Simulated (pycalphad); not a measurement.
**Phase fractions of Al-9.917Si-4.788Mg-4.211Cu (wt.%)**

Computed with pycalphad from the COST 507 light-alloy database (1999), at 1 atm. These are 1990s assessments: newer ones move some temperatures and phases. Not assessed as a whole: an extrapolation from subsystems, which can miss ternary compounds. Phase fractions are per mole of atoms. Diffusion is slow at the low end, where real alloys seldom reach equilibrium.

```
T (°C)  LIQUID  FCC_A1  MG2SI  DIAMOND_A4  ALCU_THETA
------  ------  ------  -----  ----------  ----------
577      1.000       -      -           -           -
527        [?]     [?]    [?]         [?]           -
477          -   0.841  0.077       0.066       0.016
427          -   0.820  0.079       0.068       0.033
377          -   0.808  0.080       0.069       0.043
327          -   0.801  0.081       0.070       0.048
277          -   0.797  0.081       0.070       0.052
227          -     [?]  0.081       0.070         [?]
177          -   0.794  0.082       0.070       0.054
127          -   0.793  0.082       0.070       0.055
77           -   0.793  0.082       0.070       0.055
```

Some entries are withheld; supply them.


- 527, LIQUID: 0.141
- 527, FCC_A1: 0.740
- 527, MG2SI: 0.066
- 527, DIAMOND_A4: 0.054
- 227, FCC_A1: 0.795
- 227, ALCU_THETA: 0.053

Database names, with the compositions (at.%) that they take in these runs: MG2SI: Mg 67 Si 33; ALCU_THETA: Al 67 Cu 32. FCC_A1 is fcc; DIAMOND_A4 is diamond (Si).
